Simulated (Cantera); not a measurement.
## Hydrocarbon pyrolysis for carbon deposition

A perfectly stirred reactor is fed with 7.69 % CH4, 92.3 % H2, at 2.03 Torr; it is held at 1675 K, and followed from long to short residence time.

Detailed kinetics in Cantera: GRI-Mech 3.0 (53 species, 325 reactions). GRI-Mech 3.0 stops at C3 and has no aromatics, soot or wall deposition, so with more carbon than oxygen in the feed, carbon stays in small species such as C2H2 where larger ones or solid carbon would form. Radical loss at walls, strong at low pressure, is not modelled.

```csv
τ (s),x CH4,x H2,x C2H,x C2H2,x CH2,x CH3
6.6,0.0260,0.949,1.42e-7,0.0232,6.71e-7,0.000649
1.9,0.0448,0.939,7.33e-8,0.0143,7.74e-7,0.000943
0.53,0.0647,0.928,1.93e-8,0.00487,6.56e-7,0.00105
0.15,0.0753,0.923,6.51e-10,0.000346,1.92e-7,0.000580
0.042,0.0767,0.923,1.48e-12,2.83e-6,1.68e-8,0.000165
0.012,0.0769,0.923,<1e-12,1.59e-8,1.38e-9,4.68e-5
0.0033,0.0769,0.923,<1e-12,8.05e-11,1.01e-10,1.28e-5
0.00094,0.0769,0.923,<1e-12,<1e-12,7.32e-12,3.60e-6
```
x: mole fraction; the columns are a selection and need not sum to one.
